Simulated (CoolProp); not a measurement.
A single-stage vapour-compression cycle with the fluid: evaporating at 290.15 K (dew point), condensing at 341.15 K (bubble point), superheat 8 K, subcooling 8 K, compressor efficiency 0.75, no pressure losses. The same conditions are run with several fluids, on thermodynamics alone (safety and materials aside).

Values from CoolProp's reference Helmholtz-energy equation of state of each fluid (R123: Younglove 1994; neopentane: Lemmon 2006; trans-2-butene: Lemmon 2005; the fluoroketone C6F12O (FK-5-1-12): McLinden 2015; chlorine: Thol 2021; ammonia: Gao 2020).

```json
[
 {"fluid": "R123", "cooling COP": "3.70", "pressure ratio": "5.31", "discharge temperature (K)": "356.0", "refrigerating effect (kJ/kg)": "135", "volumetric capacity (kJ/m³)": "579"},
 {"fluid": "neopentane", "cooling COP": "3.48", "pressure ratio": "4.25", "discharge temperature (K)": "341.1", "refrigerating effect (kJ/kg)": "220", "volumetric capacity (kJ/m³)": "888"},
 {"fluid": "trans-2-butene", "cooling COP": "3.64", "pressure ratio": "4.19", "discharge temperature (K)": "356.7", "refrigerating effect (kJ/kg)": "299", "volumetric capacity (kJ/m³)": "1290"},
 {"fluid": "the fluoroketone C6F12O (FK-5-1-12)", "cooling COP": "3.10", "pressure ratio": "6.56", "discharge temperature (K)": "341.2", "refrigerating effect (kJ/kg)": "56.0", "volumetric capacity (kJ/m³)": "209"},
 {"fluid": "chlorine", "cooling COP": "3.51", "pressure ratio": "3.44", "discharge temperature (K)": "431.2", "refrigerating effect (kJ/kg)": "215", "volumetric capacity (kJ/m³)": "4150"},
 {"fluid": "ammonia", "cooling COP": "3.48", "pressure ratio": "4.07", "discharge temperature (K)": "435.5", "refrigerating effect (kJ/kg)": "1010", "volumetric capacity (kJ/m³)": "5910"}
]
```

The compression ends wet for: neopentane; the fluoroketone C6F12O (FK-5-1-12).
